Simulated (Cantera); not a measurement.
A closed system holds: 1 mol TiCl4, 1 mol O2, held at 7.50 Torr.

These are equilibrium values from Cantera (NASA tables, ideal gas, pure condensed phases), not measurements of a reactor. Candidate condensed phases: Ti, TiCl2, TiCl3, TiCl4, TiO, TiO2, Ti2O3, Ti3O5, Ti4O7; 15 gas species. Condensed phases not in the tables: TiOCl. Equilibrium is a limit: real reactors are often held back by kinetics, nucleation or transport.

x: gas mole fraction; n: condensed amount in mol.

```csv
T (K),x Cl2,x Cl,x TiCl4,x O2,x ClO,x TiOCl2,x TiCl3,n TiO2(rutile)
800,1.000,9.35e-5,5.06e-5,5.06e-5,8.08e-9,<1e-12,<1e-12,1.000
875,0.999,0.000460,0.000160,0.000160,5.32e-8,<1e-12,<1e-12,1.000
950,0.997,0.00177,0.000420,0.000420,2.60e-7,2.42e-12,1.14e-11,0.999
1025,0.993,0.00557,0.000952,0.000951,1.00e-6,6.04e-11,2.03e-10,0.998
1100,0.981,0.0150,0.00191,0.00191,3.18e-6,9.62e-10,2.40e-9,0.996
1175,0.958,0.0354,0.00345,0.00345,8.60e-6,1.06e-8,2.06e-8,0.993
1250,0.914,0.0746,0.00565,0.00564,2.01e-5,8.64e-8,1.34e-7,0.988
1325,?,?,?,?,?,?,?,0.982
1400,0.734,0.244,0.0112,0.0112,7.24e-5,2.68e-6,2.88e-6,0.975
1475,0.594,0.379,0.0132,0.0132,0.000111,1.08e-5,9.92e-6,0.967
1550,?,?,0.0137,0.0137,?,?,?,0.962
1625,0.290,0.685,0.0124,0.0124,0.000162,9.77e-5,6.94e-5,0.962
```

Problem. What belongs in the gaps?

Solution. 
- 1550, x Cl2: 0.437
- 1550, x Cl: 0.535
- 1550, x ClO: 0.000145
- 1550, x TiOCl2: 3.55e-5
- 1550, x TiCl3: 2.85e-5
- 1325, x Cl2: 0.842
- 1325, x Cl: 0.142
- 1325, x TiCl4: 0.00839
- 1325, x O2: 0.00837
- 1325, x ClO: 4.09e-5
- 1325, x TiOCl2: 5.40e-7
- 1325, x TiCl3: 6.90e-7
